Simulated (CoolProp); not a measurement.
Saturation properties of ethylene.

Values from CoolProp's reference Helmholtz-energy equation of state, Smukala 2000.

```tsv
T (K)	p (MPa)	liquid density (kg/m³)	vapour density (kg/m³)
222.8	1.050	481.4	19.15
226.4	1.179	474.5	21.55
230	1.320	467.4	24.18
233.6	1.472	460.0	27.10
237.2	1.636	452.3	30.32
240.8	1.814	444.3	33.89
244.4	2.004	435.9	37.86
248	2.209	427.1	42.29
251.6	2.429	417.8	47.25
255.2	2.664	407.9	52.84
258.8	2.916	397.2	59.21
262.4	3.185	385.6	66.56
266	3.471	372.7	75.16
```

It boils at 169.4 K under 1 atm.
